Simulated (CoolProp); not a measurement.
Tetradecamethylhexasiloxane (MD4M) along the isotherm 620 K: fugacity coefficient from the reference equation and from simpler models built on Tc = 653.2 K, pc = 0.8286 MPa, ω = 0.800; each cubic takes its own stable root.

Computed with CoolProp (reference Helmholtz-energy equation of state, Thol 2019).

| p (MPa) | phase | reference | van der Waals | Soave-Redlich-Kwong |
|---|---|---|---|---|
| 0.296 | gas | 0.8298 | 0.8803 | 0.8513 |
| 0.592 | liquid | 0.6147 | 0.7576 | 0.6521 |
| 0.888 | liquid | 0.4321 | 0.5825 | 0.4628 |
| 1.18 | liquid | 0.3421 | 0.4759 | 0.3695 |
| 1.48 | liquid | 0.2871 | 0.4111 | 0.3123 |
| 1.78 | liquid | 0.2511 | 0.3693 | 0.2749 |
| 2.07 | liquid | 0.2265 | 0.3414 | 0.2495 |
| 2.37 | liquid | 0.2078 | 0.3209 | 0.2301 |
| 2.66 | liquid | 0.1941 | 0.3066 | 0.2160 |
| 2.96 | liquid | 0.1830 | 0.2957 | 0.2046 |
| 3.26 | liquid | 0.1743 | 0.2880 | 0.1958 |
| 3.55 | liquid | 0.1675 | 0.2827 | 0.1889 |
| 3.85 | liquid | 0.1619 | 0.2790 | 0.1833 |
| 4.14 | liquid | 0.1575 | 0.2770 | 0.1790 |

At some of these states van der Waals gives the other phase, because its saturation line lies elsewhere.
